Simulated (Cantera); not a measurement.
Input: 1 mol SiH₄, 0.29 mol NH₃, 0.74 mol H₂, held at 1450 K and 1400 Pa.

Method: chemical equilibrium by Gibbs-energy minimisation in Cantera with the NASA 1993 tables (ideal gas, pure condensed phases). Candidate condensed phases: Si, Si₃N₄; 18 gas species. Mutual solubility and eutectic melting of coexisting phases are not modelled. Kinetics and transport are ignored.

Task: What is the equilibrium state?

Result: x(H₂): 0.999
x(N₂): 0.00122
x(H): 7.99e-5
n(Si(s)): 0.788 mol
n(Si₃N₄(s)): 0.0706 mol
gas amount: 3.179 mol
